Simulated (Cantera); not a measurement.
Input: 1 mol Cr, a varied amount of H2O, equilibrated at 1852 °C and 0.520 bar.

Method: chemical equilibrium by Gibbs-energy minimisation in Cantera with the NASA 1993 tables (ideal gas, pure condensed phases). Candidate condensed phases: Cr, Cr2O3, H2O; 13 gas species. Mutual solubility and eutectic melting of coexisting phases are not modelled. Kinetics and transport are ignored.

log p: log10 of the partial pressure in bar; n: condensed amount in mol.

| n(H2O) (mol) | log p H2 | log p H2O | log p Cr | log p H | log p OH | log p CrO | log p CrO2 | n Cr(s) | n Cr2O3(s) |
|---|---|---|---|---|---|---|---|---|---|
| 0.018 | -0.30 | -1.93 | -2.37 | -2.59 | -5.13 | -4.12 | -6.21 | 0.988 | 0.00586 |
| 0.042 | -0.30 | -1.93 | -2.37 | -2.59 | -5.13 | -4.12 | -6.21 | 0.972 | [?] |
| 0.098 | -0.30 | -1.93 | -2.37 | -2.59 | -5.13 | -4.12 | -6.21 | 0.935 | 0.0319 |
| 0.23 | -0.30 | -1.93 | -2.37 | -2.59 | -5.13 | -4.12 | -6.21 | 0.848 | 0.0749 |
| 0.53 | -0.30 | -1.93 | -2.37 | -2.59 | -5.13 | -4.12 | -6.21 | 0.650 | 0.173 |
| 1.2 | -0.30 | -1.93 | -2.37 | -2.59 | -5.13 | -4.12 | -6.21 | [?] | [?] |
| 2.8 | -0.56 | -0.62 | -4.73 | -2.72 | -3.69 | -4.91 | -5.43 | 0 | 0.500 |

Question: Fill in the missing entries.

Answer: 
- 1.2, n Cr(s): 0.208
- 1.2, n Cr2O3(s): 0.391
- 0.042, n Cr2O3(s): 0.0137
